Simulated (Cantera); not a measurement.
A closed system holds: 1 mol CsF, 5.5 mol O₂, 14 mol H₂, at 9.00 Torr.

Equilibrium computed with Cantera from the NASA thermochemical tables; the gas is ideal and each condensed phase is pure. Candidate condensed phases: Cs, CsF, CsOH, H₂O; 30 gas species. Kinetics and transport are ignored.

x: gas mole fraction; nothing condenses.

| T (K) | x H₂O | x H₂ | x CsF | x HF | x CsOH | x Cs₂F₂ | x Cs |
|---|---|---|---|---|---|---|---|
| 975 | 0.738 | 0.202 | 0.0428 | 0.00317 | 0.00315 | 0.0107 | 1.76e-5 |
| 1025 | 0.733 | 0.201 | ? | ? | ? | ? | ? |
| 1075 | 0.730 | 0.200 | 0.0562 | 0.00548 | 0.00540 | 0.00259 | 8.25e-5 |
| 1125 | 0.728 | 0.200 | 0.0577 | 0.00668 | 0.00652 | 0.00117 | 0.000153 |
| 1175 | 0.726 | 0.200 | 0.0577 | ? | ? | ? | ? |
| 1225 | 0.725 | 0.200 | 0.0569 | 0.00922 | 0.00878 | 0.000256 | 0.000438 |
| 1275 | 0.723 | 0.200 | 0.0558 | 0.0106 | 0.00991 | 0.000128 | 0.000688 |
| 1325 | 0.722 | 0.199 | 0.0544 | 0.0121 | 0.0110 | 6.66e-5 | 0.00104 |

Question: Fill in the missing entries.

Answer: 
- 1025, x CsF: 0.0516
- 1025, x HF: 0.00431
- 1025, x CsOH: 0.00427
- 1025, x Cs₂F₂: 0.00556
- 1025, x Cs: 4.05e-5
- 1175, x HF: 0.00791
- 1175, x CsOH: 0.00765
- 1175, x Cs₂F₂: 0.000537
- 1175, x Cs: 0.000267
